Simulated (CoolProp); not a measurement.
Vapour-liquid equilibrium of acetone (1) + n-heptane (2) at 14.4 bar; x and y are mole fractions of (1).

Computed with CoolProp (multi-fluid Helmholtz-energy mixture model, Lemmon 2006 and Span 2003; pair parameters Bell 2016).

```csv
x,"bubble temperature, mixture model (°C)","bubble temperature, Raoult's law (°C)","y, mixture model","y, Raoult's law"
0.05,214.5,218.1,0.128,0.127
0.125,202.9,210.9,0.289,0.284
0.2,193.7,204.5,0.412,0.412
0.275,186.5,198.8,0.505,0.517
0.35,180.9,193.6,___,0.604
0.425,176.5,188.8,0.634,0.678
0.5,173.0,184.4,___,0.742
0.575,170.2,180.4,0.726,0.796
0.65,167.8,176.6,0.767,0.844
0.725,165.9,173.2,0.807,0.885
0.8,164.3,169.9,0.850,0.922
0.875,163.1,166.8,___,0.954
0.95,162.3,164.0,0.955,0.983
```

Question: Fill in the missing entries.

Answer: 
- 0.35, y, mixture model: 0.577
- 0.5, y, mixture model: 0.683
- 0.875, y, mixture model: 0.898

The largest gap from Raoult's law is -12.7 K in bubble temperature, at x = 0.35. No azeotrope shows between x = 0.05 and 0.95.

Pair parameters are fitted to limited data, so mixtures are less certain than the pure fluids.
